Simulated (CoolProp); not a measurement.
A single-stage vapour-compression cycle with the fluid: evaporating at 315.15 K (dew point), condensing at 376.15 K (bubble point), superheat 2 K, subcooling 0 K, compressor efficiency 0.9, no pressure losses. The same conditions are run with several fluids, on thermodynamics alone (safety and materials aside).

Model: reference Helmholtz-energy equation of state of each fluid (n-perfluoropentane: Gao 2022; isohexane: Lemmon 2006; R1224YDZ: Akasaka 2023; methanol: de Reuck 1993; cis-2-butene: Lemmon 2005; R245fa: Akasaka 2015), in CoolProp.

Rank n-perfluoropentane, isohexane, R1224YDZ, methanol, cis-2-butene, R245fa by cooling COP, highest first.

methanol (3.95), cis-2-butene (3.25), isohexane (3.21), R245fa (2.96), R1224YDZ (2.93), n-perfluoropentane (1.43)

| fluid | pressure ratio | discharge temperature (K) | refrigerating effect (kJ/kg) | volumetric capacity (kJ/m³) |
|---|---|---|---|---|
| n-perfluoropentane | 5.23 | 376.2 | 18.1 | 337 |
| isohexane | 6.08 | 376.1 | 188 | 346 |
| R1224YDZ | 4.76 | 376.2 | 79.6 | 1280 |
| methanol | 9.97 | 466.0 | 972 | 474 |
| cis-2-butene | 4.21 | 378.7 | 222 | 1870 |
| R245fa | 5.05 | 376.2 | 93.6 | 1380 |

The compression ends wet for: n-perfluoropentane; isohexane; R1224YDZ; R245fa.
